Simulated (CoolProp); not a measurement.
Vapour-liquid equilibrium of R22 (1) + R115 (2) at 220.6 K; x and y are mole fractions of (1).

Model: multi-fluid Helmholtz-energy mixture model, Kamei 1995 and Lemmon 2016; pair parameters Bell 2016, in CoolProp.

```json
[
 {"x": "0.05", "bubble pressure, mixture model (bar)": "0.5958", "bubble pressure, Raoult's law (bar)": "0.5368", "y, mixture model": "0.140", "y, Raoult's law": "0.053"},
 {"x": "0.15", "bubble pressure, mixture model (bar)": "0.6613", "bubble pressure, Raoult's law (bar)": "0.5398", "y, mixture model": "[?]", "y, Raoult's law": "0.157"},
 {"x": "0.25", "bubble pressure, mixture model (bar)": "0.6904", "bubble pressure, Raoult's law (bar)": "0.5427", "y, mixture model": "0.355", "y, Raoult's law": "0.260"},
 {"x": "0.35", "bubble pressure, mixture model (bar)": "[?]", "bubble pressure, Raoult's law (bar)": "0.5457", "y, mixture model": "0.407", "y, Raoult's law": "0.362"},
 {"x": "0.45", "bubble pressure, mixture model (bar)": "0.7077", "bubble pressure, Raoult's law (bar)": "0.5487", "y, mixture model": "0.454", "y, Raoult's law": "0.463"},
 {"x": "0.55", "bubble pressure, mixture model (bar)": "[?]", "bubble pressure, Raoult's law (bar)": "0.5516", "y, mixture model": "0.506", "y, Raoult's law": "0.563"},
 {"x": "0.65", "bubble pressure, mixture model (bar)": "0.6925", "bubble pressure, Raoult's law (bar)": "0.5546", "y, mixture model": "0.570", "y, Raoult's law": "0.662"},
 {"x": "0.75", "bubble pressure, mixture model (bar)": "0.6701", "bubble pressure, Raoult's law (bar)": "0.5576", "y, mixture model": "0.653", "y, Raoult's law": "0.760"},
 {"x": "0.85", "bubble pressure, mixture model (bar)": "0.6360", "bubble pressure, Raoult's law (bar)": "0.5605", "y, mixture model": "0.763", "y, Raoult's law": "0.857"},
 {"x": "0.95", "bubble pressure, mixture model (bar)": "0.5908", "bubble pressure, Raoult's law (bar)": "0.5635", "y, mixture model": "0.910", "y, Raoult's law": "0.952"}
]
```

**Question.** What belongs in the gaps?

**Answer.** 
- 0.15, y, mixture model: 0.281
- 0.35, bubble pressure, mixture model (bar): 0.7035
- 0.55, bubble pressure, mixture model (bar): 0.7045

The largest gap from Raoult's law is +29.0 % in bubble pressure, at x = 0.45. y crosses x between x = 0.45 and 0.55: the model has an azeotrope there.

Pair parameters are fitted to limited data, so mixtures are less certain than the pure fluids.
